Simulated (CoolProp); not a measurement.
Carbon monoxide at 293.15 K and 6.57 MPa is throttled through a valve to 2.09 MPa with no heat exchange. Each further row changes one setting.

Model: reference Helmholtz-energy equation of state, Lemmon 2006, in CoolProp. It is a short technical equation, of lower accuracy than the large ones.

```json
[
 {"case": "as stated", "temperature change (K)": "(withheld)", "final density (kg/m³)": "(withheld)"},
 {"case": "outlet pressure 0.627 MPa", "temperature change (K)": "(withheld)", "final density (kg/m³)": "(withheld)"},
 {"case": "outlet pressure 2.72 MPa", "temperature change (K)": "(withheld)", "final density (kg/m³)": "(withheld)"}
]
```

Question: Some entries are withheld; supply them.

Answer: 
- as stated, temperature change (K): -10.2
- as stated, final density (kg/m³): 25.1
- outlet pressure 0.627 MPa, temperature change (K): -14.2
- outlet pressure 0.627 MPa, final density (kg/m³): 7.60
- outlet pressure 2.72 MPa, temperature change (K): -8.6
- outlet pressure 2.72 MPa, final density (kg/m³): 32.6
